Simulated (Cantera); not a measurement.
Charge: 1 mol C₃H₆, 0.056 mol NH₃, 2.5 mol N₂, equilibrated at 1898 K and 6.45 Torr.

Equilibrium computed with Cantera from the NASA thermochemical tables; the gas is ideal and each condensed phase is pure. Candidate condensed phases: C, C₆H₆, C₇H₈, C₈H₁₈; 92 gas species. Kinetics and transport are ignored.

### Question
What is the equilibrium state?

### Answer
x(H₂): 0.542
x(N₂): 0.447
x(H): 0.00621
x(HCN): 0.00475
x(HNC): 0.000222
x(C₂H₂ (acetylene)): 0.000204
x(CH₄): 1.43e-6
n(C(graphite)): 2.97 mol
gas amount: 5.629 mol
